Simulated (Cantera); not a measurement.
Cantera run, input and output.

```python
import numpy as np
import cantera as ct

gas = ct.Solution("gri30.yaml")
gas.TPX = 475, 500000, {'CH4': 1, 'C2H6': 0.059, 'O2': 4.6, 'N2': 17.3}
inlet = ct.Reservoir(gas, clone=True)
gas.equilibrate("HP")  # start burning
reactor = ct.IdealGasConstPressureReactor(gas, energy="on", clone=False)
exhaust = ct.Reservoir(gas, clone=True)
tau = [0.055, 0.026, 0.012, 0.0059, 0.0028, 0.0013, 0.00064, 0.0003, 0.00014, 6.9e-05, 3.3e-05, 1.6e-05][0]
for a, b in ((inlet, reactor), (reactor, exhaust)):
    ct.MassFlowController(a, b, mdot=lambda t: reactor.mass / tau)
net = ct.ReactorNet([reactor])
show = ['CH4', 'C2H6', 'O2', 'OH', 'CO2']

rows = []
print(f"{'tau/s':>10s}{'T/K':>9s}" + "".join(f"{s:>11s}" for s in show))
for tau in [0.055, 0.026, 0.012, 0.0059, 0.0028, 0.0013, 0.00064, 0.0003, 0.00014, 6.9e-05, 3.3e-05, 1.6e-05]:
    net.initial_time = 0.0
    net.advance(30 * tau)
    before = gas.X
    net.advance(40 * tau)
    drift = np.max(np.abs(gas.X - before) / (gas.X + 1e-9))
    rows.append([gas.T, *gas[show].X, drift])
    print(f"{tau:10.3e}{gas.T:9.1f}" + "".join(f"{x:11.3e}" for x in gas[show].X))
```

Output:

```
     tau/s      T/K        CH4       C2H6         O2         OH        CO2
 5.500e-02   1581.2  2.075e-05  3.161e-07  1.042e-01  2.199e-04  4.834e-02
 2.600e-02   1579.1  3.530e-05  5.547e-07  1.043e-01  2.642e-04  4.813e-02
 1.200e-02   1575.2  6.179e-05  9.982e-07  1.045e-01  3.156e-04  4.773e-02
 5.900e-03   1569.0  1.058e-04  1.748e-06  1.049e-01  3.625e-04  4.706e-02
 2.800e-03   1556.5  1.976e-04  3.341e-06  1.057e-01  3.952e-04  4.570e-02
 1.300e-03   1522.0  4.857e-04  8.710e-06  1.080e-01  3.359e-04  4.189e-02
 6.400e-04    475.0  4.356e-02  2.570e-03  2.004e-01  2.755e-29 -2.033e-16
 3.000e-04    475.0  4.356e-02  2.570e-03  2.004e-01  1.293e-29 -2.389e-19
 1.400e-04    475.0  4.356e-02  2.570e-03  2.004e-01  6.428e-30 -1.509e-20
 6.900e-05    475.0  4.356e-02  2.570e-03  2.004e-01  3.139e-30 -9.532e-22
 3.300e-05    475.0  4.356e-02  2.570e-03  2.004e-01  1.473e-30 -6.021e-23
 1.600e-05    475.0  4.356e-02  2.570e-03  2.004e-01  6.813e-31 -3.803e-24
```

Computed with Cantera and GRI-Mech 3.0 (53 species, 325 reactions).
